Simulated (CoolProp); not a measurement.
A simple Rankine cycle with cyclohexane: condensing at 316.15 K, boiler at 3.31 MPa, turbine inlet 577 K, turbine efficiency 0.9, pump efficiency 0.6, no recuperator. Each further row changes one setting.

Values from CoolProp's reference Helmholtz-energy equation of state, Zhou 2014.

```tsv
case	thermal efficiency (%)	net work (kJ/kg)	heat in (kJ/kg)	turbine exit temperature (K)	volume ratio over the turbine
as stated	…	…	838	466.4	…
turbine inlet 597 K	22.9	206	898	489.1	131
condensing temperature 308.15 K	24.3	208	…	460.1	…
boiler pressure 2.32 MPa	22.0	…	863	480.2	86.0
turbine efficiency 0.8	20.5	172	838	476.9	…
```

Q: Fill in the missing entries.

A: 
- as stated, thermal efficiency (%): 23.2
- as stated, net work (kJ/kg): 195
- as stated, volume ratio over the turbine: 137
- condensing temperature 308.15 K, heat in (kJ/kg): 853
- condensing temperature 308.15 K, volume ratio over the turbine: 188
- boiler pressure 2.32 MPa, net work (kJ/kg): 190
- turbine efficiency 0.8, volume ratio over the turbine: 141
